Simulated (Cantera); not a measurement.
Input: 1 mol CaO, 0.38 mol O₂, 8.1 mol N₂, held at 1600 K and 0.0400 bar.

Cantera equilibrium calculation (NASA polynomials, part measured and part estimated; ideal gas, pure solids and liquids). Candidate condensed phases: Ca, CaO; 12 gas species. The numbers say what is thermodynamically allowed, not how fast it happens.

Base state: N₂ 0.955, O₂ 0.0443, NO 0.000979, O 1.53e-5 (mole fractions); condensed: CaO(s).

Problem. What changes in the equilibrium state with this change: O₂ from 0.38 to 0.86 mol?

Solution. 
| species | before | after |
|---|---|---|
| N₂ | 0.955 | 0.903 |
| O₂ | 0.0443 | 0.0953 |
| NO | 0.000979 | 0.00140 |
| O | 1.53e-5 | 2.24e-5 |
| CaO(s), mol | 1.00 | 1.00 |
